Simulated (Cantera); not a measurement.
A perfectly stirred reactor is fed with CH₄ : H₂ : O₂ : N₂ = 1 : 0.49 : 3.81 : 14.3 (molar parts), equivalence ratio 0.59, at 760 Torr; it is adiabatic with a 550 K inlet, and is followed from long to short residence time, starting on the burning branch (τ in s: 0.4, 0.14, 0.046, 0.016, 0.0053, 0.0018, 0.00061, 0.00021, 7e-05, 2.4e-05, 8e-06).

Computed with Cantera and GRI-Mech 3.0 (53 species, 325 reactions).

x: mole fraction; the columns are a selection and need not sum to one.

| τ (s) | T (K) | x CH₄ | x H₂ | x O₂ | x HO₂ | x CO₂ | x N₂O |
|---|---|---|---|---|---|---|---|
| 0.40 | 1863 | 2.45e-6 | 7.25e-5 | 0.0806 | 1.03e-6 | 0.0515 | ___ |
| 0.14 | 1861 | 5.38e-6 | 0.000116 | 0.0806 | 1.30e-6 | 0.0514 | ___ |
| 0.046 | 1855 | 1.13e-5 | 0.000218 | 0.0806 | 2.02e-6 | 0.0511 | ___ |
| 0.016 | 1845 | 2.22e-5 | 0.000418 | 0.0806 | 3.47e-6 | 0.0506 | 5.83e-7 |
| 0.0053 | 1826 | 4.47e-5 | 0.000820 | 0.0808 | 6.44e-6 | 0.0494 | 5.67e-7 |
| 0.0018 | 1792 | 9.14e-5 | 0.00152 | 0.0815 | 1.17e-5 | 0.0474 | ___ |
| 0.00061 | 1737 | 0.000204 | 0.00265 | 0.0831 | 2.04e-5 | 0.0437 | ___ |
| 0.00021 | 1650 | 0.000542 | 0.00431 | 0.0871 | 3.55e-5 | 0.0369 | ___ |
| 7.0e-5 | 550 | 0.0510 | 0.0250 | 0.194 | <1e-12 | <1e-12 | <1e-12 |
| 2.4e-5 | 550 | 0.0510 | 0.0250 | 0.194 | <1e-12 | <1e-12 | <1e-12 |
| 8.0e-6 | 550 | 0.0510 | 0.0250 | 0.194 | <1e-12 | <1e-12 | <1e-12 |

Problem. Fill in the missing entries.

Solution. 
- 0.40, x N₂O: 2.45e-7
- 0.14, x N₂O: 3.40e-7
- 0.046, x N₂O: 4.85e-7
- 0.0018, x N₂O: 4.72e-7
- 0.00061, x N₂O: 3.66e-7
- 0.00021, x N₂O: 2.68e-7
